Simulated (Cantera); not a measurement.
Charge: 1 mol Si3N4, 0.023 mol H2O, 9.1 mol H2, 0.059 mol N2O, held at 1250 °C and 100 Torr.

Method: chemical equilibrium by Gibbs-energy minimisation in Cantera with the NASA 1993 tables (ideal gas, pure condensed phases). Candidate condensed phases: H2O, Si, SiO2, Si2N2O, Si3N4; 35 gas species. Mutual solubility and eutectic melting of coexisting phases are not modelled. The numbers say what is thermodynamically allowed, not how fast it happens.

Base state: H2 0.991, N2 0.00938, H 6.31e-5 (mole fractions); condensed: Si2N2O(s) + Si3N4(s).

**Question.** What changes in the equilibrium state with this change: pressure from 100 Torr to 0.210 Torr?

**Answer.** 
```json
[
 {"species": "H2", "before": "0.991", "after": "0.809"},
 {"species": "N2", "before": "0.00938", "after": "0.183"},
 {"species": "SiO", "before": "4.41e-6", "after": "0.00727"},
 {"species": "Si", "before": "2.07e-8", "after": "6.46e-5"},
 {"species": "H", "before": "6.31e-5", "after": "0.00124"},
 {"species": "Si2N2O(s), mol", "before": "0.0820", "after": "0"},
 {"species": "Si3N4(s), mol", "before": "0.945", "after": "0"},
 {"species": "Si(s), mol", "before": "0", "after": "2.92"}
]
```
